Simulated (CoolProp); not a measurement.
Vapour-liquid equilibrium of hexamethyldisiloxane (MM) (1) + toluene (2) at 33.1 kPa; x and y are mole fractions of (1).

Values from CoolProp's multi-fluid Helmholtz-energy mixture model, Thol 2016 and Lemmon 2006; pair parameters Bell 2016.

Question: Give the bubble temperature and the first vapour's composition at x = 0.35, 0.5, 0.575. Is there an azeotrope?

Answer: x = 0.35: 69.8 °C, y = 0.453; x = 0.5: 68.4 °C, y = 0.586; x = 0.575: 67.8 °C, y = 0.647. No azeotrope shows between x = 0.05 and 0.95.

Pair parameters are fitted to limited data, so mixtures are less certain than the pure fluids.
